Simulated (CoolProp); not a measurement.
R507A at 450.77 K and 0.106 MPa flows at 9.4 m/s in a round tube of 12.7 mm bore and 45 µm roughness, fully developed (64/Re and Nu = 3.66 if laminar; Colebrook and Gnielinski if turbulent). Each further row changes one setting.

Computed with CoolProp (reference Helmholtz-energy equation of state, Lemmon 2003). It is a pseudo-pure fit of the blend.

```tsv
case	Reynolds number	Darcy friction factor	pressure drop (Pa/m)	heat-transfer coefficient (W/(m² K))	mass flow (kg/h)
as stated	18500	0.0326	…	…	…
velocity 18.8 m/s	37000	…	…	…	24.1
diameter 25.4 mm	37000	…	131	105	48.1
```

**Question.** Some entries are withheld; supply them.

**Answer.** 
- as stated, pressure drop (Pa/m): 319
- as stated, heat-transfer coefficient (W/(m² K)): 126
- as stated, mass flow (kg/h): 12.0
- velocity 18.8 m/s, Darcy friction factor: 0.0303
- velocity 18.8 m/s, pressure drop (Pa/m): 1180
- velocity 18.8 m/s, heat-transfer coefficient (W/(m² K)): 240
- diameter 25.4 mm, Darcy friction factor: 0.0269

Viscosity comes from a separate model (Geller 2000). Thermal conductivity comes from a separate model (Geller 2001).
